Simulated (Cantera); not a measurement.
A perfectly stirred reactor is fed with CH₄ : C₂H₆ : O₂ : N₂ = 1 : 0.089 : 5.38 : 20.2 (molar parts), equivalence ratio 0.43, at 165 Torr; it is adiabatic with a 500 K inlet, and is followed from long to short residence time, starting on the burning branch (τ in s: 0.059, 0.022, 0.0085, 0.0032, 0.0012, 0.00046, 0.00017, 6.6e-05, 2.5e-05).

Detailed kinetics in Cantera: GRI-Mech 3.0 (53 species, 325 reactions).

Task: Predict: blow-out, bracketed by the residence times tried; x(CH₄) at τ = 59.0 ms; x(C₂H₆) at τ = 59.0 ms; x(O₂) at τ = 59.0 ms; x(H₂O₂) at τ = 59.0 ms; x(CH₄) at τ = 1.20 ms; x(C₂H₆) at τ = 1.20 ms; x(O₂) at τ = 1.20 ms.

Result: 
```json
{
  "blow_out_bracketed_by_the_residence_times_tried": "burning at 3.20 ms, out at 1.20 ms",
  "x(CH₄) at τ = 59.0 ms": "4.22e-5",
  "x(C₂H₆) at τ = 59.0 ms": "9.53e-7",
  "x(O₂) at τ = 59.0 ms": "0.115",
  "x(H₂O₂) at τ = 59.0 ms": "1.54e-7",
  "x(CH₄) at τ = 1.20 ms": "0.0375",
  "x(C₂H₆) at τ = 1.20 ms": "0.00334",
  "x(O₂) at τ = 1.20 ms": "0.202"
}
```
